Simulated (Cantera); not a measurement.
Charge: 1 mol CaCl₂, 0.86 mol H₂, 480 mol N₂, at 1150 K and 0.00110 bar.

Cantera equilibrium calculation (NASA polynomials, part measured and part estimated; ideal gas, pure solids and liquids). Candidate condensed phases: Ca, CaCl₂, NH₄Cl; 16 gas species. Kinetics and transport are ignored.

Base state: N₂ 0.996, CaCl₂ 0.00190, H₂ 0.00178 (mole fractions); condensed: CaCl₂(l).

What changes in the equilibrium state with this change: temperature from 1150 K to 1198.15 K?


| species | before | after |
|---|---|---|
| N₂ | 0.996 | 0.996 |
| CaCl₂ | 0.00190 | 0.00207 |
| H₂ | 0.00178 | 0.00178 |
| CaCl₂(l), mol | 0.0838 | 0 |
